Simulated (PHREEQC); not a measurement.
A PHREEQC speciation (ion-association model, phreeqc.dat) at 20 °C gives pH 5.81 and these molalities:

| species | mol/kgw |
|---|---|
| Cl- | 0.0659 |
| Mn+2 | 0.0523 |
| SO4-2 | 0.0390 |
| MnSO4 | 0.0255 |
| CdCl+ | 0.0202 |
| Cd+2 | 0.0116 |
| CdSO4 | 0.00951 |
| MnCl+ | 0.00415 |
| Cd(SO4)2-2 | 0.00400 |
| CdCl2 | 0.00265 |
| CdCl3- | 0.000102 |
| MnCl2 | 5.69e-5 |

Question: What are the element totals, and what could have been dissolved in 1 kg of water to give them?

Answer: One answer among several that fit: totals Cd 0.0480, Cl 0.0960, Mn(2) 0.0820, S(6) 0.0820 mol/kgw, from 48 mmol/kgw CdCl2 and 82 mmol/kgw MnSO4.

This is a speciation only: nothing precipitates in the calculation. Complexes and solids missing from the database can't appear.
